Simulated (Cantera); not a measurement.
Input: 1 mol FeCl3, 0.82 mol HCl, 2.1 mol N2, equilibrated at 1248.15 K and 24.0 mbar.

Cantera equilibrium calculation (NASA polynomials, part measured and part estimated; ideal gas, pure solids and liquids). Candidate condensed phases: Fe, FeCl2, FeCl3, NH4Cl; 18 gas species. The numbers say what is thermodynamically allowed, not how fast it happens.

Base state: N2 0.497, HCl 0.194, FeCl2 0.134, FeCl3 0.103, Cl2 0.0609, Cl 0.0122, Fe2Cl4 0.000163, Fe2Cl6 2.00e-5 (mole fractions); condensed: gas only.

**Question.** What changes in the equilibrium state with this change: temperature from 1248.15 K to 1698 K?

**Answer.** 
```csv
species,before,after
N2,0.497,0.437
FeCl2,0.134,0.203
HCl,0.194,0.171
Cl,0.0122,0.166
FeCl3,0.103,0.00513
Cl2,0.0609,0.0183
Fe2Cl6,2.00e-5,1.89e-9
Fe2Cl4,0.000163,1.06e-5
```
